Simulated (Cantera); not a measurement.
Gas mixture: 50.0 % H2O, 20.1 % NH3, 29.9 % C2H6, at 20.3 Torr, frozen composition.

Cantera's kinetic-theory transport with the Lennard-Jones parameters of GRI-Mech 3.0, ideal gas; thermal conductivity in the mixture-averaged form. Polar gases are described roughly by these parameters. The composition is frozen, though it would react at the higher temperatures.

D: mixture-averaged diffusion coefficient of that species in the mixture.

| T (K) | ρ (kg/m³) | cp (J/kg/K) | μ (µPa s) | λ (mW/m/K) | Pr | D (cm²/s) C2H2 | D (cm²/s) H2O | D (cm²/s) N2 |
|---|---|---|---|---|---|---|---|---|
| 400 | 0.0174 | 2072 | 13.4 | 37.9 | 0.732 | 9.77 | 11.0 | [?] |
| 550 | 0.0126 | 2413 | 18.3 | 58.7 | 0.753 | 17.8 | 20.7 | [?] |
| 700 | 0.00994 | 2718 | 23.0 | 81.4 | 0.767 | 27.7 | 33.0 | [?] |
| 850 | 0.00818 | 2972 | 27.4 | 106 | 0.771 | 39.3 | 47.6 | [?] |
| 1000 | 0.00696 | 3207 | 31.6 | 130 | 0.777 | 52.3 | 64.3 | [?] |
| 1150 | 0.00605 | 3404 | 35.6 | 155 | 0.779 | 66.8 | 82.9 | [?] |

Fill in the missing entries.


- 400, D (cm²/s) N2: 12.6
- 550, D (cm²/s) N2: 22.5
- 700, D (cm²/s) N2: 34.5
- 850, D (cm²/s) N2: 48.4
- 1000, D (cm²/s) N2: 64.0
- 1150, D (cm²/s) N2: 81.2
